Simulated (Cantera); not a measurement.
Feed: 1 mol CuO, 7.2 mol NF3, 30 mol N2, at 1025 K and 1.10 Pa.

Equilibrium computed with Cantera from the NASA thermochemical tables; the gas is ideal and each condensed phase is pure. Candidate condensed phases: Cu, CuF2, CuO, Cu2O; 22 gas species. Kinetics and transport are ignored.

Problem. What is the equilibrium state?

Solution. x(N2): 0.614
x(F): 0.358
x(CuF2): 0.0183
x(O2): 0.00914
x(F2): 9.04e-5
x(NO): 7.53e-6
gas amount: 54.70 mol
log10 activity of CuF2(s) (absent): -2.10
log10 activity of Cu(s) (absent): -12.73
